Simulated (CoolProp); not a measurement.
Properties of methane at several states.

Model: reference Helmholtz-energy equation of state, Setzmann 1991, in CoolProp.

```json
[
 {"T (°C)": "96.65", "p (kPa)": "3920", "phase": "gas", "density (kg/m³)": "20.98", "cv (kJ/(kg K))": "1.931", "speed of sound (m/s)": "492.8", "Joule-Thomson coefficient (K/MPa)": "2.508", "expansivity (1/kK)": "3.069", "conductivity (mW/(m K))": "47.1"},
 {"T (°C)": "276.55", "p (kPa)": "729", "phase": "gas", "density (kg/m³)": "2.557", "cv (kJ/(kg K))": "2.569", "speed of sound (m/s)": "586.3", "Joule-Thomson coefficient (K/MPa)": "0.9042", "expansivity (1/kK)": "1.832", "conductivity (mW/(m K))": "78.7"},
 {"T (°C)": "133.35", "p (kPa)": "2840", "phase": "gas", "density (kg/m³)": "13.63", "cv (kJ/(kg K))": "2.047", "speed of sound (m/s)": "515.1", "Joule-Thomson coefficient (K/MPa)": "2.030", "expansivity (1/kK)": "2.639", "conductivity (mW/(m K))": "52.5"}
]
```

Thermal conductivity comes from a separate model (Friend 1989).
